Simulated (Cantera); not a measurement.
A diamond (100) surface in a fixed gas of H2 with x(CH4) = 0.015, x(H) = 0.04, x(CH3) = 0.00016, at 1248 K; coverages are run to steady state.

Detailed kinetics in Cantera: the Harris–Goodwin 1993 mechanism for the reconstructed diamond (100) surface.

One state of this run: growth (µm/h) = 7.53; θ c6HH = 0.406; θ c6H* = 0.0442; θ c6*H = 0.510; θ c6** = 0.0385; θ c6HM = 0.000540. θ: site fractions in the mechanism's names (c6HH fully hydrogenated, c6H* and c6*H radical sites, c6** diradical, c6HM methylated).

Problem. Which value of P (Pa) does it belong to?
A) 5900
B) 1800
C) 11000
D) 570

Solution. A, 5900
